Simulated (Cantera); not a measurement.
A Cantera script and what it prints.

```python
import numpy as np
import cantera as ct

gas_names = [...]  # 130 gases of nasa_gas.yaml made of C, H, K, O, S
cond_names = """
    C(gr) C6H6(L) C7H8(L) C8H18(L),n-octa H2O(s) H2O(L) H2SO4(L) K(cr) K(L) KOH(a) KOH(b) KOH(L) KO2(s)
    K2CO3(s) K2CO3(L) K2O(s) K2O2(s) K2S(1) K2S(2) K2S(3) K2S(L) K2SO4(a) K2SO4(b) K2SO4(L) S(cr1)
    S(cr2) S(L)
""".split()


# ... load() reads the species with a 1 bar reference pressure and builds the phases ...
atoms = {
    'K2SO4': {'K': 2, 'S': 1, 'O': 4},
    'CO2': {'C': 1, 'O': 2},
    'H2O': {'H': 2, 'O': 1},
}
top_T = {'C(gr)': 4500, 'KO2(s)': 780, 'K2O(s)': 1000, 'K2O2(s)': 760}  # K; cautious upper limits of use, not melting points


# ... equilibrate(T, P, feed) seeds the gas with the atoms and calls Mixture.equilibrate('TP', solver="vcs", rtol=1e-11, max_steps=5000) ...
results = []
feed = {'K2SO4': 1, 'CO2': 4.6, 'H2O': 0.00032}  # mol
P = 99  # Pa
for T in [1825, 1850, 1875, 1900, 1925, 1950, 1975, 2000, 2025, 2050, 2075]:
    mix = equilibrate(T, P, feed)
    results.append((T, P, feed, dict(zip(mix.species_names, mix.species_moles))))

top = {s: max(r[3][s] / sum(r[3][g] for g in gas_names) for r in results) for s in gas_names}
cols = sorted((s for s in top if top[s] > 1e-05), key=lambda s: -top[s])[:9]
seen = [c for c in cond_names if any(r[3].get(c, 0) > 1e-12 for r in results)]
print("log10 of partial pressures in bar; condensed amounts in mol")
print(f"{'T/K':>10s}" + "".join(f"{s[:9]:>10s}" for s in cols + seen))
for T, P, feed, n in results:
    ng = sum(n[g] for g in gas_names)
    print(f"{T:10.4g}" + "".join(f"{np.log10(max(n[s] / ng * P / 1e5, 1e-99)):10.3f}" for s in cols)
          + "".join(f"{n.get(c, 0):10.4g}" for c in seen))
```

Output:

```
log10 of partial pressures in bar; condensed amounts in mol
       T/K       CO2         K        O2       SO2        CO         O        SO        KO       KOH
      1825    -3.290    -3.642    -3.922    -3.943    -4.904    -5.775    -6.565    -6.365    -7.170
      1850    -3.293    -3.643    -3.918    -3.944    -4.802    -5.674    -6.452    -6.370    -7.184
      1875    -3.298    -3.644    -3.912    -3.946    -4.705    -5.575    -6.343    -6.375    -7.202
      1900    -3.303    -3.645    -3.906    -3.947    -4.611    -5.478    -6.237    -6.380    -7.225
      1925    -3.310    -3.646    -3.899    -3.949    -4.522    -5.384    -6.135    -6.384    -7.254
      1950    -3.317    -3.648    -3.891    -3.952    -4.437    -5.291    -6.037    -6.388    -7.290
      1975    -3.326    -3.650    -3.882    -3.955    -4.356    -5.200    -5.942    -6.391    -7.334
      2000    -3.337    -3.652    -3.872    -3.958    -4.280    -5.110    -5.851    -6.394    -7.387
      2025    -3.349    -3.655    -3.861    -3.962    -4.207    -5.023    -5.763    -6.397    -7.448
      2050    -3.362    -3.658    -3.849    -3.967    -4.139    -4.937    -5.678    -6.400    -7.518
      2075    -3.378    -3.661    -3.838    -3.972    -4.076    -4.852    -5.597    -6.403    -7.596
```

Equilibrium computed with Cantera from the NASA thermochemical tables; the gas is ideal and each condensed phase is pure.
